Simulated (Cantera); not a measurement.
**Low-pressure radical oxidation in H2/O2**

An isothermal, constant-pressure homogeneous reactor starts with 2.46 % H2, 42.4 % O2, 55.1 % N2, equivalence ratio 0.029, at 1125 K and 0.0133 bar.

Detailed kinetics in Cantera: the H2/O2 subset of GRI-Mech 3.0, which has no nitrogen chemistry. Radical loss at walls, strong at low pressure, is not modelled.

```csv
t (s),x H2,x O2,x OH,x O,x H2O,x HO2
0.000200,0.0246,0.424,1.64e-10,2.04e-10,8.16e-11,4.22e-10
0.000406,0.0246,0.424,5.15e-10,7.37e-10,5.25e-10,8.60e-10
0.000825,0.0246,0.424,2.07e-9,3.35e-9,3.75e-9,1.76e-9
0.00168,0.0246,0.424,1.95e-8,3.30e-8,4.82e-8,3.77e-9
0.00340,0.0246,0.424,1.44e-6,2.45e-6,3.82e-6,2.57e-8
0.00691,0.0138,0.417,0.00198,0.00473,0.00815,1.93e-6
0.0140,0.000487,0.407,0.00131,0.0137,0.0213,1.80e-6
0.0285,0.000359,0.408,0.00113,0.0113,0.0222,1.70e-6
0.0579,0.000250,0.411,0.000943,0.00765,0.0232,1.56e-6
0.118,0.000131,0.414,0.000682,0.00393,0.0240,1.28e-6
0.239,4.96e-5,0.416,0.000419,0.00148,0.0245,8.75e-7
0.485,1.47e-5,0.417,0.000228,0.000438,0.0248,4.72e-7
0.985,3.93e-6,0.417,0.000119,0.000119,0.0248,2.06e-7
2.00,1.09e-6,0.417,6.30e-5,3.31e-5,0.0249,7.88e-8
```
x: mole fraction; the columns are a selection and need not sum to one.

Equilibrium at this temperature and pressure: H2 8.11e-10, O2 0.417, OH 1.77e-6, O 2.60e-8, H2O 0.0249, HO2 1.56e-9 (gas phase only).
